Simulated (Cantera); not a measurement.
A closed system holds: 1 mol Cu₂O, a varied amount of H₂, 15 mol N₂, at 502 °C and 1.20 bar.

These are equilibrium values from Cantera (NASA tables, ideal gas, pure condensed phases), not measurements of a reactor. Candidate condensed phases: Cu, CuO, Cu(OH)₂, Cu₂O, H₂O; 27 gas species. Kinetics and transport are ignored.

Task: At 39 mol H₂, list the 4 most abundant gas species with their mole fractions, and the condensed phases.

Result: H₂ 0.703, N₂ 0.277, H₂O 0.0185, NH₃ 0.00144. Condensed: Cu(s).
